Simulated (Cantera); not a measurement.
Charge: 1 mol borazine, 0.93 mol N₂, held at 2027 °C and 15.0 Pa.

Method: chemical equilibrium by Gibbs-energy minimisation in Cantera with the NASA 1993 tables (ideal gas, pure condensed phases). Candidate condensed phases: B, BN; 15 gas species. The feed counts by its element totals alone. The tables' values for BH₂ are old estimates; treat these amounts as uncertain. Rates play no part.

Base state: H 0.374, N₂ 0.333, H₂ 0.224, B 0.0676, BH₂ 0.000466, BH 0.000344, BN 0.000264 (mole fractions); condensed: B(s).

Problem. What changes in the equilibrium state with this change: pressure from 15.0 Pa to 0.100 bar?

Solution. 
| species | before | after |
|---|---|---|
| H₂ | 0.224 | 0.739 |
| N₂ | 0.333 | 0.234 |
| H | 0.374 | 0.0263 |
| B | 0.0676 | 5.03e-5 |
| BH₂ | 0.000466 | 0.000762 |
| BN | 0.000264 | 4.26e-6 |
| BH | 0.000344 | 1.20e-5 |
| B(s), mol | 2.50 | 0 |
| BN(s), mol | 0 | 3.00 |
